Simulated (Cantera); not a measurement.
A freely propagating, adiabatic, planar premixed flame of 52.2 % H2, 10.0 % O2, 37.8 % N2, equivalence ratio 2.6, unburnt at 500 K and 0.660 bar; multicomponent transport, grid criteria slope 0.08 and curve 0.16, no radiation.

Detailed kinetics in Cantera: the H2/O2 subset of GRI-Mech 3.0, which has no nitrogen chemistry. Burning velocities carry a grid error of a few per cent, more on coarse grids.

Task: Predict: laminar burning velocity; thermal thickness; peak x(H); peak x(O); peak x(HO2).

Result: 
```json
{
  "laminar_burning_velocity": "568 cm/s",
  "thermal_thickness": "0.767 mm",
  "peak x(H)": "0.0813",
  "peak x(O)": "0.00217",
  "peak x(HO2)": "0.000217"
}
```
